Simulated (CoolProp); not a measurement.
Vapour-liquid equilibrium of carbon dioxide (1) + R227EA (2) at 0.819 MPa; x and y are mole fractions of (1).

Values from CoolProp's multi-fluid Helmholtz-energy mixture model, Span 1996 and Lemmon 2016; pair parameters Bell 2016.

| x | bubble temperature, mixture model (K) | bubble temperature, Raoult's law (K) | y, mixture model | y, Raoult's law |
|---|---|---|---|---|
| 0.05 | 307.3 | 301.2 | 0.264 | 0.421 |
| 0.125 | 291.4 | 283.7 | 0.556 | 0.696 |
| 0.2 | 278.4 | 271.7 | 0.728 | 0.819 |
| 0.275 | 268.2 | 262.9 | 0.826 | 0.884 |
| 0.35 | 260.2 | 256.1 | 0.883 | 0.922 |
| 0.425 | 253.8 | 250.7 | 0.919 | 0.946 |
| 0.5 | 248.6 | 246.1 | 0.943 | 0.962 |
| 0.575 | 244.3 | 242.3 | 0.959 | 0.973 |
| 0.65 | 240.5 | 238.9 | 0.971 | 0.981 |
| 0.725 | 237.2 | 236.0 | 0.980 | 0.987 |
| 0.8 | 234.3 | 233.4 | 0.988 | 0.992 |
| 0.875 | 231.6 | 231.1 | 0.993 | 0.996 |
| 0.95 | 229.2 | 229.0 | 0.998 | 0.998 |

The largest gap from Raoult's law is +7.7 K in bubble temperature, at x = 0.125. No azeotrope shows between x = 0.05 and 0.95.

The pair parameters rest on a limited set of measurements; away from them the model extrapolates.
